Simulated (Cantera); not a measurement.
A perfectly stirred reactor is fed with C3H8 : O2 : N2 : H2O = 1 : 8.06 : 30.3 : 2 (molar parts), equivalence ratio 0.62, at 4.93 atm; it is adiabatic with a 548 K inlet, and is followed from long to short residence time, starting on the burning branch (τ in s: 0.046, 0.019, 0.0076, 0.0031, 0.0013, 0.00052, 0.00021, 8.8e-05, 3.6e-05, 1.5e-05, 6e-06).

Computed with Cantera and GRI-Mech 3.0 (53 species, 325 reactions). GRI-Mech 3.0 was tuned for natural gas; its chemistry of propane as a main component is partial and can be far from experiment.

What does this change do: inlet temperature 548 to 723 K?


```tsv
quantity	before	after
blow-out, bracketed by the residence times tried	burning at 88.0 µs, out at 36.0 µs	burning at 36.0 µs, out at 15.0 µs
x(C3H8) at τ = 46.0 ms	5.58e-7	2.55e-7
x(O2) at τ = 46.0 ms	0.0721	0.0719
x(H2O) at τ = 46.0 ms	0.141	0.141
x(HCO) at τ = 46.0 ms	5.36e-9	4.80e-9
x(NO) at τ = 46.0 ms	2.36e-5	0.000150
x(C3H8) at τ = 0.520 ms	1.83e-5	1.06e-5
x(O2) at τ = 0.520 ms	0.0741	0.0734
x(H2O) at τ = 0.520 ms	0.139	0.138
x(HCO) at τ = 0.520 ms	5.86e-7	5.17e-7
x(NO) at τ = 0.520 ms	8.18e-6	2.16e-5
```

What does this change do: N2 30.3 to 40 parts?


| quantity | before | after |
|---|---|---|
| blow-out, bracketed by the residence times tried | burning at 88.0 µs, out at 36.0 µs | burning at 0.520 ms, out at 0.210 ms |
| x(C3H8) at τ = 46.0 ms | 5.58e-7 | 1.61e-6 |
| x(O2) at τ = 46.0 ms | 0.0721 | 0.0589 |
| x(H2O) at τ = 46.0 ms | 0.141 | 0.115 |
| x(HCO) at τ = 46.0 ms | 5.36e-9 | 6.40e-9 |
| x(NO) at τ = 46.0 ms | 2.36e-5 | 3.48e-6 |
| x(C3H8) at τ = 0.520 ms | 1.83e-5 | 4.66e-5 |
| x(O2) at τ = 0.520 ms | 0.0741 | 0.0629 |
| x(H2O) at τ = 0.520 ms | 0.139 | 0.113 |
| x(HCO) at τ = 0.520 ms | 5.86e-7 | 7.36e-7 |
| x(NO) at τ = 0.520 ms | 8.18e-6 | 1.48e-6 |
